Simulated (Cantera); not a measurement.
Input: 1 mol HMDSO, 5.3 mol N2O, 0.16 mol H2, at 1150 K and 5.10 mbar.

Equilibrium computed with Cantera from the NASA thermochemical tables; the gas is ideal and each condensed phase is pure. Candidate condensed phases: C, C6H6, C7H8, C8H18, H2O, Si, SiC, SiO2, Si2N2O, Si3N4; 151 gas species. The feed counts by its element totals alone. Mutual solubility and eutectic melting of coexisting phases are not modelled. The tables hold silica as quartz up to 1696 K and as liquid above; real silica turns to tridymite and cristobalite and melts near 1996 K. Equilibrium is a limit: real reactors are often held back by kinetics, nucleation or transport.

Base state: H2 0.545, N2 0.314, CO 0.141, CH4 3.55e-5, H2O 1.83e-5, HCN 1.73e-5 (mole fractions); condensed: C(graphite) + SiO2(β-quartz) + Si2N2O(s).

Problem. What changes in the equilibrium state with this change: pressure from 5.10 mbar to 17.0 Pa?

Solution. 
| species | before | after |
|---|---|---|
| H2 | 0.545 | 0.488 |
| CO | 0.141 | 0.283 |
| N2 | 0.314 | 0.229 |
| CH4 | 3.55e-5 | 9.49e-7 |
| H2O | 1.83e-5 | 1.10e-6 |
| HCN | 1.73e-5 | 1.40e-5 |
| C(graphite), mol | 3.64 | 0.700 |
| SiO2(β-quartz), mol | 1.96 | 0 |
| Si2N2O(s), mol | 0.0206 | 1.000 |
